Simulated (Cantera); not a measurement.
Mixture: 7.38 % CH4, 0.649 % H2, 19.3 % O2, 72.7 % N2, equivalence ratio 0.78, at 500000 Pa, adiabatic and at constant pressure. Ignition delay is the time to a rise of 400 K.

Detailed kinetics in Cantera: GRI-Mech 3.0 (53 species, 325 reactions).

Q: Predict: delay at 1225 K; delay at 1325 K; delay at 1425 K; delay at 1525 K; delay at 1625 K; delay at 1725 K; delay at 1825 K; apparent activation energy between 1625 and 1825 K.

A: delay at 1225 K: 2.69 ms
delay at 1325 K: 1.02 ms
delay at 1425 K: 0.397 ms
delay at 1525 K: 0.165 ms
delay at 1625 K: 74.4 µs
delay at 1725 K: 36.7 µs
delay at 1825 K: 19.7 µs
apparent activation energy between 1625 and 1825 K: 160 kJ/mol
